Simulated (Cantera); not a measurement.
An isothermal, constant-pressure homogeneous reactor starts with H2 : O2 = 0.021 : 1 (molar parts), equivalence ratio 0.011, at 1098 K and 20.0 Torr.

Cantera simulation using the H2/O2 subset of GRI-Mech 3.0, which has no nitrogen chemistry; the numbers are that mechanism's predictions, not measurements. Radical loss at walls, strong at low pressure, is not modelled.

x: mole fraction; the columns are a selection and need not sum to one.

```tsv
t (s)	x H2	x O2	x H2O2	x O	x H	x H2O
0.000600	0.0206	0.979	1.06e-12	1.41e-8	3.74e-9	1.53e-8
0.00125	0.0206	0.979	5.88e-12	3.84e-7	9.72e-8	4.82e-7
0.00262	0.0200	0.979	(withheld)	0.000317	8.29e-5	0.000407
0.00548	0.000473	0.966	(withheld)	0.0120	0.00209	0.0184
0.0115	0.000124	0.970	8.04e-8	0.00858	0.000888	0.0197
0.0240	6.31e-5	0.974	7.74e-8	0.00441	0.000323	0.0202
0.0501	2.39e-5	0.977	(withheld)	0.00169	7.60e-5	0.0205
0.105	7.11e-6	0.979	(withheld)	0.000516	1.28e-5	0.0207
0.219	1.87e-6	0.979	(withheld)	0.000140	1.82e-6	0.0207
0.458	4.91e-7	0.979	(withheld)	3.80e-5	2.58e-7	0.0208
0.957	1.37e-7	0.979	(withheld)	1.10e-5	4.02e-8	0.0208
2.00	4.27e-8	0.979	(withheld)	3.53e-6	7.31e-9	0.0208
```

Problem. Some entries are withheld; supply them.

Solution. 
- 0.00262, x H2O2: 4.12e-9
- 0.00548, x H2O2: 1.46e-7
- 0.0501, x H2O2: 6.97e-8
- 0.105, x H2O2: 5.51e-8
- 0.219, x H2O2: 3.64e-8
- 0.458, x H2O2: 2.00e-8
- 0.957, x H2O2: 9.49e-9
- 2.00, x H2O2: 4.18e-9
